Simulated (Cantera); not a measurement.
Charge: 1 mol SiH2Cl2, 0.004 mol Cl2, 49 mol N2, at 1700 K and 1 atm.

Equilibrium computed with Cantera from the NASA thermochemical tables; the gas is ideal and each condensed phase is pure. The tables' values for SiCl3 are old estimates; treat these amounts as uncertain. The numbers say what is thermodynamically allowed, not how fast it happens.

```csv
species,before,after
N2,0.961,0.963
HCl,0.0254,0.0273
H2,0.00709,0.00622
SiCl2,0.00445,2.30e-7
SiCl4,0.000523,0.00314
H,1.23e-5,1.94e-9
Cl,3.43e-5,7.63e-9
SiCl3,0.00109,7.16e-6
SiHCl3,2.83e-5,1.04e-5
"Si3N4(s), mol",0.231,0.280
```
Gas species are given as mole fractions.

Name the change that produced these shifts.
A. temperature from 1700 K to 1098 K
B. temperature from 1700 K to 1550 K
C. temperature from 1700 K to 1773.15 K
D. pressure from 1 atm to 0.750 Torr

A, temperature from 1700 K to 1098 K. N2 is the only nitrogen source here; it is nearly inert below about 1500 K, so the nitride shown seldom forms there in practice
